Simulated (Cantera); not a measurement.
Predominance diagram of Sr at 1200 K against the partial pressures of O2 and H2O (log10, bar). Standard-state values (1 bar) from the NASA 1993 polynomials, evaluated with Cantera. Candidates: Sr(l), SrO(s), Sr(OH)2(l). Only these pure phases compete in this equilibrium. Not in the tables: the peroxide.

```
log p(H2O) \ log p(O2)
        columns: -24, -22.9, -21.7, -20.6, -19.5, -18.3, -17.2, -16, -14.9, -13.8, -12.6, -11.5, -10.4, -9.2, -8.1, -7, -5.8, -4.7, -3.5, -2.4, -1.3, -0.1, 1
      1  A A A A A A A A B B B B B B B B B B B B B B B
   -0.3  A A A A A C C C C C C C C C C C C C C C C C C
   -1.6  A A A C C C C C C C C C C C C C C C C C C C C
   -2.9  A C C C C C C C C C C C C C C C C C C C C C C
   -4.2  C C C C C C C C C C C C C C C C C C C C C C C
   -5.5  C C C C C C C C C C C C C C C C C C C C C C C
   -6.8  C C C C C C C C C C C C C C C C C C C C C C C
   -8.1  C C C C C C C C C C C C C C C C C C C C C C C
   -9.4  C C C C C C C C C C C C C C C C C C C C C C C
  -10.7  C C C C C C C C C C C C C C C C C C C C C C C
    -12  C C C C C C C C C C C C C C C C C C C C C C C
```

A: out of reach (another gas would pass 10 bar, or a non-metal would condense); B: Sr(OH)2(l); C: SrO(s).
